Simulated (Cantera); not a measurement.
Input: 1 mol Al, 4.8 mol HCl, 2.9 mol N₂, 26 mol N₂O, equilibrated at 0.420 bar.

Method: chemical equilibrium by Gibbs-energy minimisation in Cantera with the NASA 1993 tables (ideal gas, pure condensed phases). Candidate condensed phases: Al, AlCl₃, AlN, Al₂O₃, H₂O, NH₄Cl; 45 gas species. Equilibrium is a limit: real reactors are often held back by kinetics, nucleation or transport. All values below are at 1677 °C.

Base state: N₂ 0.621, O₂ 0.253, HCl 0.0710, Cl 0.0304, H₂O 0.0159, NO 0.00648, Cl₂ 0.00106, OH 0.000827 (mole fractions); condensed: Al₂O₃(s).

Problem. What changes in the equilibrium state with this change: pressure from 0.420 bar to 0.590 bar?

Solution. 
| species | before | after |
|---|---|---|
| N₂ | 0.621 | 0.621 |
| O₂ | 0.253 | 0.253 |
| HCl | 0.0710 | 0.0721 |
| Cl | 0.0304 | 0.0288 |
| H₂O | 0.0159 | 0.0155 |
| Cl₂ | 0.00106 | 0.00133 |
| HOCl | 9.87e-6 | 1.19e-5 |
| Al₂O₃(s), mol | 0.500 | 0.500 |
